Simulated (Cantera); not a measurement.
Input (Python, Cantera) and output of one run.

```python
import numpy as np
import cantera as ct

gas_names = """
    C CH CH2 CH3 CH2OH CH3O CH4 CH3OH CO CO2 COOH C2 C2H CHCO,ketyl C2H2,acetylene C2H2,vinylidene
    CH2CO,ketene C2H3,vinyl CH3CO,acetyl C2H4 C2H4O,ethylen CH3CHO,ethanal CH3COOH (HCOOH)2 C2H5 C2H6
    CH3OCH3 C2H5OH C2O C3 C3H3,propargyl C3H4,allene C3H4,propyne C3H4,cyclo- C3H5,allyl C3H6,propylene
    C3H6,cyclo- C3H6O C3H7,n-propyl C3H7,i-propyl C3H8 C3H8O,1propanol C3H8O,2propanol C3O2 C4 C4H2
    C4H4,1,3-cyclo- C4H6,butadiene C4H6,2-butyne C4H6,cyclo- C4H8,1-butene C4H8,cis2-buten
    C4H8,tr2-butene C4H8,isobutene C4H8,cyclo- (CH3COOH)2 C4H9,n-butyl C4H9,i-butyl C4H9,s-butyl
    C4H9,t-butyl C4H10,isobutane C4H10,n-butane C5 C5H6,1,3cyclo- C5H8,cyclo- C5H10,1-pentene
    C5H10,cyclo- C5H11,pentyl C5H11,t-pentyl C5H12,n-pentane C5H12,i-pentane CH3C(CH3)2CH3 C6H2
    C6H5,phenyl C6H5O,phenoxy C6H6 C6H5OH,phenol C6H10,cyclo- C6H12,1-hexene C6H12,cyclo- C6H13,n-hexyl
    C7H7,benzyl C7H8 C7H8O,cresol C7H14,1-heptene C7H15,n-heptyl C7H16,n-heptane C8H8,styrene
    C8H10,ethylbenz C8H16,1-octene C8H17,n-octyl C8H18,isooctane C8H18,n-octane C9H19,n-nonyl
    C10H8,naphthale C10H21,n-decyl C12H9,o-bipheny C12H10,bipheny H HCO HO2 H2 HCHO,formaldehy HCOOH H2O
    H2O2 O OH O2 O3 Ti TiO TiO2
""".split()
cond_names = """
    C(gr) C6H6(L) C7H8(L) C8H18(L),n-octa H2O(s) H2O(L) Ti(a) Ti(b) Ti(L) TiC(s) TiC(L) TiO(a) TiO(b)
    TiO(L) TiO2(ru) TiO2(L) Ti2O3(a) Ti2O3(b) Ti2O3(L) Ti3O5(a) Ti3O5(b) Ti3O5(L) Ti4O7(s) Ti4O7(L)
""".split()


def load(file, names, dense=False):
    # The tables refer to 1 bar. Condensed volumes are neglected.
    table = {s.name: s for s in ct.Species.list_from_file(file)}
    out = []
    for n in names:
        d = dict(table[n].input_data)
        d["thermo"] = dict(d["thermo"], **{"reference-pressure": 1e5})
        if dense:
            d["equation-of-state"] = {"model": "constant-volume", "density": "1e6 g/cm^3"}
        out.append(ct.Species.from_dict(d))
    return out


gas = ct.Solution(thermo="ideal-gas", species=load("nasa_gas.yaml", gas_names))
cond = {s.name: ct.Solution(thermo="fixed-stoichiometry", species=[s], name=s.name)
        for s in load("nasa_condensed.yaml", cond_names, dense=True)}
atoms = {
    'Ti(OiPr)4': {'Ti': 1, 'C': 12, 'H': 28, 'O': 4},
    'H2O': {'H': 2, 'O': 1},
}
top_T = {'C(gr)': 4500}  # K; cautious upper limits of use, not melting points


def equilibrate(T, P, feed):
    n = {}
    for name, mol in feed.items():
        for a, k in atoms[name].items():
            n[a] = n.get(a, 0.0) + k * mol
    gas.TPX = T, P, n
    mass = sum(n.values()) * gas.mean_molecular_weight
    gas.equilibrate("TP")
    valid = [c for c in cond.values() if c.min_temp <= T <= top_T.get(c.name, c.max_temp)]
    mix = ct.Mixture([(gas, mass / gas.mean_molecular_weight)] + [(c, 0.0) for c in valid])
    mix.T, mix.P = T, P
    mix.equilibrate("TP", solver="vcs", rtol=1e-11, max_steps=5000)
    return mix


results = []
feed = {'Ti(OiPr)4': 1, 'H2O': 2.5}  # mol
P = 4400  # Pa
for T in [1498, 1548, 1598, 1648, 1698, 1748, 1798, 1848, 1898, 1948, 1998, 2048, 2098, 2148]:
    mix = equilibrate(T, P, feed)
    results.append((T, P, feed, dict(zip(mix.species_names, mix.species_moles))))

top = {s: max(r[3][s] / sum(r[3][g] for g in gas_names) for r in results) for s in gas_names}
cols = sorted((s for s in top if top[s] > 1e-06), key=lambda s: -top[s])[:9]
seen = [c for c in cond_names if any(r[3].get(c, 0) > 1e-12 for r in results)]
print("log10 of partial pressures in bar; condensed amounts in mol")
print(f"{'T/K':>10s}" + "".join(f"{s[:9]:>10s}" for s in cols + seen))
for T, P, feed, n in results:
    ng = sum(n[g] for g in gas_names)
    print(f"{T:10.4g}" + "".join(f"{np.log10(max(n[s] / ng * P / 1e5, 1e-99)):10.3f}" for s in cols)
          + "".join(f"{n.get(c, 0):10.4g}" for c in seen))
```

It prints:

```
log10 of partial pressures in bar; condensed amounts in mol
       T/K        H2        CO         H C2H2,acet       CH4       H2O       CH3       CO2      C4H2     C(gr)    TiC(s)
      1498    -1.501    -1.905    -5.515    -6.556    -5.588    -6.165    -8.296    -6.981   -12.028     4.499         1
      1548    -1.501    -1.905    -5.262    -6.305    -5.690    -6.317    -8.143    -7.167   -11.525     4.499         1
      1598    -1.501    -1.905    -5.024    -6.071    -5.785    -6.459    -8.000    -7.340   -11.053     4.498         1
      1648    -1.501    -1.905    -4.801    -5.850    -5.875    -6.593    -7.866    -7.503   -10.610     4.498         1
      1698    -1.501    -1.905    -4.590    -5.643    -5.959    -6.718    -7.740    -7.655   -10.194     4.497         1
      1748    -1.501    -1.906    -4.392    -5.449    -6.039    -6.836    -7.622    -7.798    -9.801     4.496         1
      1798    -1.502    -1.906    -4.204    -5.265    -6.114    -6.948    -7.511    -7.933    -9.431     4.494         1
      1848    -1.502    -1.906    -4.027    -5.091    -6.185    -7.053    -7.406    -8.060    -9.082     4.491         1
      1898    -1.503    -1.906    -3.858    -4.927    -6.253    -7.153    -7.307    -8.180    -8.751     4.487         1
      1948    -1.503    -1.906    -3.699    -4.772    -6.317    -7.248    -7.213    -8.294    -8.438     4.482         1
      1998    -1.504    -1.907    -3.547    -4.625    -6.379    -7.339    -7.125    -8.402    -8.141     4.475         1
      2048    -1.506    -1.907    -3.403    -4.485    -6.438    -7.425    -7.042    -8.504    -7.859     4.465         1
      2098    -1.508    -1.908    -3.266    -4.353    -6.495    -7.508    -6.963    -8.602    -7.592     4.453         1
      2148    -1.510    -1.909    -3.135    -4.228    -6.551    -7.588    -6.890    -8.695    -7.338     4.437         1
```

Cantera equilibrium calculation (NASA polynomials, part measured and part estimated; ideal gas, pure solids and liquids). The feed counts by its element totals alone. TiC: taken at fixed stoichiometry.
